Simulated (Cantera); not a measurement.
A Cantera script and what it prints.

```python
import numpy as np
import cantera as ct

gas_names = """
    H HNO HNO2 HNO3 HO2 H2 H2O H2O2 N NH NH2 NH3 NH2OH NO NO2 NO3 N2 N2H2 N2H4 N2O O OH O2 O3 Si SiH
    SiH2 SiH3 SiH4 SiN SiO SiO2 Si2 Si2N Si3
""".split()
cond_names = """
    H2O(s) H2O(L) Si(cr) Si(L) SiO2(Lqz) SiO2(hqz) SiO2(L) Si2N2O(s) Si3N4(a)
""".split()


# ... load() reads the species with a 1 bar reference pressure and builds the phases ...
atoms = {
    'Si3N4': {'Si': 3, 'N': 4},
    'H2O': {'H': 2, 'O': 1},
    'N2': {'N': 2},
    'N2O': {'N': 2, 'O': 1},
}
top_T = {'Si2N2O(s)': 2100, 'Si3N4(a)': 2400}  # K; cautious upper limits of use, not melting points


# ... equilibrate(T, P, feed) seeds the gas with the atoms and calls Mixture.equilibrate('TP', solver="vcs", rtol=1e-11, max_steps=5000) ...
results = []
feed = {'Si3N4': 1, 'H2O': 0.0032, 'N2': 400, 'N2O': 0.41}  # mol
T = 1948  # K
P = 10000  # Pa
mix = equilibrate(T, P, feed)
results.append((T, P, feed, dict(zip(mix.species_names, mix.species_moles))))
print(gas.report(threshold=1e-05))
for i in range(1, mix.n_phases):
    print(f"{mix.phase(i).name:16s} {mix.phase_moles(i):12.5e} mol")
```

It prints:

```
       temperature   1948 K
          pressure   10000 Pa
           density   0.017307 kg/m^3
  mean mol. weight   28.032 kg/kmol
   phase of matter   gas

                          1 kg             1 kmol
                     ---------------   ---------------
          enthalpy        1.9346e+06        5.4229e+07  J
   internal energy        1.3568e+06        3.8033e+07  J
           entropy            9644.4        2.7035e+05  J/K
    Gibbs function       -1.6853e+07       -4.7241e+08  J
 heat capacity c_p              1281             35910  J/K
 heat capacity c_v            984.43             27595  J/K

                      mass frac. Y      mole frac. X     chem. pot. / RT
                     ---------------   ---------------   ---------------
                N2           0.99809           0.99871           -29.156
                Si         0.0002033        0.00020291             -5.87
               SiN        2.8476e-05        1.8964e-05           -20.448
               SiO         0.0016194         0.0010297           -44.945
              Si2N        5.7218e-05        2.2855e-05           -26.318
     [  +30 minor]        4.8459e-06        1.3633e-05

Si(L)             0.00000e+00 mol
SiO2(L)           0.00000e+00 mol
Si2N2O(s)         0.00000e+00 mol
Si3N4(a)          8.25906e-01 mol
```

Equilibrium computed with Cantera from the NASA thermochemical tables; the gas is ideal and each condensed phase is pure. The tables' values for SiN are old estimates; treat these amounts as uncertain.
